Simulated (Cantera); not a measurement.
## NO annealing gas

An isothermal, constant-pressure homogeneous reactor starts with NO : N2 = 1 : 7.4 (molar parts), at 1700 K and 1.00 bar.

Cantera simulation using GRI-Mech 3.0 (53 species, 325 reactions); the numbers are that mechanism's predictions, not measurements.

| t (s) | x NO | x N2 | x NO2 | x N2O | x O2 |
|---|---|---|---|---|---|
| 2.00e-5 | 0.119 | 0.881 | 3.99e-9 | 2.53e-8 | 7.51e-12 |
| 7.66e-5 | 0.119 | 0.881 | 4.33e-8 | 9.65e-8 | 8.47e-11 |
| 0.000294 | 0.119 | 0.881 | 2.97e-7 | 3.61e-7 | 7.08e-10 |
| 0.00112 | 0.119 | 0.881 | 1.43e-6 | 1.26e-6 | 6.91e-9 |
| 0.00431 | 0.119 | 0.881 | 6.69e-6 | 3.50e-6 | 1.73e-7 |
| 0.0165 | 0.119 | 0.881 | 2.26e-5 | 5.49e-6 | 6.64e-6 |
| 0.0632 | 0.119 | 0.881 | 2.77e-5 | 5.61e-6 | 6.54e-5 |
| 0.242 | 0.118 | 0.881 | 3.02e-5 | 5.57e-6 | 0.000299 |
| 0.928 | 0.117 | 0.882 | 3.77e-5 | 5.40e-6 | 0.00119 |
| 3.56 | 0.110 | 0.885 | 5.51e-5 | 4.81e-6 | 0.00442 |
| 13.6 | 0.0897 | 0.896 | 7.57e-5 | 3.21e-6 | 0.0146 |
| 52.2 | 0.0490 | 0.916 | 6.28e-5 | 1.02e-6 | 0.0349 |
| 200 | 0.0131 | 0.934 | 2.06e-5 | 1.67e-7 | 0.0529 |
x: mole fraction; the columns are a selection and need not sum to one.

Equilibrium at this temperature and pressure: NO 0.00168, N2 0.940, NO2 2.78e-6, N2O 1.07e-7, O2 0.0587 (gas phase only).
